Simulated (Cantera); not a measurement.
## FeS₂ + SO₂ + O₂ + H₂S (roasting and sulfation)

Charge: 1 mol FeS₂, 0.24 mol SO₂, 1.3 mol O₂, 1.7 mol H₂S, held at 1.00 bar.

Equilibrium computed with Cantera from the NASA thermochemical tables; the gas is ideal and each condensed phase is pure. Candidate condensed phases: Fe, FeO, Fe(OH)₂, Fe(OH)₃, FeS, FeSO₄, FeS₂, Fe₂O₃, Fe₂(SO₄)₃, Fe₃O₄, H₂O, H₂SO₄, S; 22 gas species. FeS: taken at fixed stoichiometry. Gases not in the tables: S₃ to S₇. Kinetics and transport are ignored.

```csv
T (K),log p H₂O,log p SO₂,log p S₂,log p H₂S,log p S₈,log p H₂,log p S₂O,log p SO,n FeS₂(s),n FeS(s)
723,-0.25,-0.53,-1.63,-1.13,-1.41,-4.23,-2.64,-7.29,1.00,0
798,-0.31,-0.53,-1.08,-0.94,-1.92,-3.72,-2.26,-6.32,1.00,0
873,-0.33,-0.54,-0.91,-0.95,-3.47,-3.31,-2.16,-5.60,1.00,0
948,-0.32,-0.55,-0.87,-1.02,-5.18,-2.97,-2.15,-5.02,1.00,0
1023,-0.41,-0.60,-0.61,-0.98,-5.73,-2.70,-2.00,-4.49,0,1.00
1098,-0.40,-0.61,-0.60,-1.04,-7.04,-2.45,-2.01,-4.07,0,1.00
1173,-0.39,-0.62,-0.59,-1.09,-8.17,-2.23,-2.02,-3.70,0,1.00
1248,-0.39,-0.63,-0.58,-1.13,-9.17,-2.04,-2.02,-3.38,0,1.00
1323,-0.39,-0.63,-0.58,-1.18,-10.06,-1.87,-2.03,-3.09,0,1.00
1398,-0.39,-0.63,-0.57,-1.22,-10.85,-1.72,-2.04,-2.83,0,1.000
```
log p: log10 of the partial pressure in bar; n: condensed amount in mol.

From 723 K to 948 K the condensed part is FeS₂(s). From 1023 K to 1398 K the condensed part is FeS(s).
